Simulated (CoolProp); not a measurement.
Methanol at several states: density (kg/m³) from the reference equation and from simpler models built on Tc = 513.4 K, pc = 8216 kPa, ω = 0.565; each cubic takes its own stable root.

Model: reference Helmholtz-energy equation of state, de Reuck 1993, in CoolProp.

| T (K) | p (kPa) | phase | reference |
|---|---|---|---|
| 293.8 | 135 | liquid | 790.4 |
| 541.7 | 21.8 | gas | 0.1552 |
| 412.7 | 14100 | liquid | 687.8 |
| 428.3 | 860 | gas | 8.507 |
| 196.7 | 3150 | liquid | 885.3 |
| 526.5 | 29700 | supercritical | 556.1 |

Q: How far does each simpler model (Soave-Redlich-Kwong, Peng-Robinson) lie from the reference over these 6 states: mean and median of the absolute difference, and the worst?

A: 
- Soave-Redlich-Kwong: mean 17.6 %, median 24.1 %, worst -30.1 % at 526.5 K and 29700 kPa
- Peng-Robinson: mean 11.6 %, median 14.6 %, worst -22.5 % at 526.5 K and 29700 kPa
